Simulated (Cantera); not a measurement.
Input: 1 mol Ti(OiPr)4, 1.5 mol C3H8, equilibrated at 13.3 mbar.

Method: chemical equilibrium by Gibbs-energy minimisation in Cantera with the NASA 1993 tables (ideal gas, pure condensed phases). Candidate condensed phases: C, C6H6, C7H8, C8H18, H2O, Ti, TiC, TiO, TiO2, Ti2O3, Ti3O5, Ti4O7; 113 gas species. The feed counts by its element totals alone. TiC: taken at fixed stoichiometry. Equilibrium is a limit: real reactors are often held back by kinetics, nucleation or transport.

x: gas mole fraction; n: condensed amount in mol.

```tsv
T (K)	x H2	x CO	x H	x C2H2 (acetylene)	x CH4	x H2O	n C(graphite)	n TiC(s)
1498	0.833	0.167	0.000136	7.34e-6	2.40e-5	3.23e-6	11.5	1.00
1548	0.833	0.167	…	…	…	…	11.5	1.00
1598	0.833	0.167	…	…	…	…	11.5	1.00
1648	0.833	0.167	0.000704	3.72e-5	1.24e-5	1.20e-6	11.5	1.00
1698	0.832	0.167	0.00114	6.00e-5	1.02e-5	9.02e-7	11.5	1.00
1748	0.832	0.167	0.00180	9.39e-5	8.48e-6	6.87e-7	11.5	1.00
1798	0.831	0.166	0.00278	0.000143	7.13e-6	5.31e-7	11.5	1.00
1848	0.829	0.166	0.00418	0.000214	6.04e-6	4.16e-7	11.5	1.00
1898	0.827	0.166	0.00616	0.000311	5.16e-6	3.30e-7	11.5	1.00
1948	0.825	0.166	0.00889	0.000444	4.44e-6	2.65e-7	11.5	1.000
1998	0.821	0.166	0.0126	0.000622	3.84e-6	2.14e-7	11.5	1.000
2048	0.816	0.165	0.0175	0.000856	3.33e-6	1.75e-7	11.5	1.000
2098	0.810	0.165	0.0240	0.00116	2.90e-6	1.44e-7	11.4	1.000
```

Problem. Complete the blanks.

Solution. 
- 1598, x H: 0.000421
- 1598, x C2H2 (acetylene): 2.24e-5
- 1598, x CH4: 1.52e-5
- 1598, x H2O: 1.64e-6
- 1548, x H: 0.000243
- 1548, x C2H2 (acetylene): 1.31e-5
- 1548, x CH4: 1.90e-5
- 1548, x H2O: 2.27e-6
